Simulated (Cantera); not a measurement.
Charge: 1 mol Si₃N₄, 0.47 mol H₂, held at 133 Pa.

Equilibrium computed with Cantera from the NASA thermochemical tables; the gas is ideal and each condensed phase is pure. Candidate condensed phases: Si, Si₃N₄; 18 gas species. Gases not in the tables: Si₂H₆ and higher silanes. Equilibrium is a limit: real reactors are often held back by kinetics, nucleation or transport.

Which condensed phases are stable at each of these points (T (K)): 2200, 2225, 2250, 2275, 2300, 2325, 2350, 2375, 2400, 2425, 2450, 2475, 2500, 2525?


| T (K) | condensed phases | Si condensed (%) |
|---|---|---|
| 2200 | Si(l) | 65.0 |
| 2225 | Si(l) | 49.9 |
| 2250 | Si(l) | 25.0 |
| 2275 | gas only | 0.0 |
| 2300 | gas only | 0.0 |
| 2325 | gas only | 0.0 |
| 2350 | gas only | 0.0 |
| 2375 | gas only | 0.0 |
| 2400 | gas only | 0.0 |
| 2425 | gas only | 0.0 |
| 2450 | gas only | 0.0 |
| 2475 | gas only | 0.0 |
| 2500 | gas only | 0.0 |
| 2525 | gas only | 0.0 |

From 2200 K to 2250 K the condensed part is Si(l). From 2275 K to 2525 K nothing is condensed.
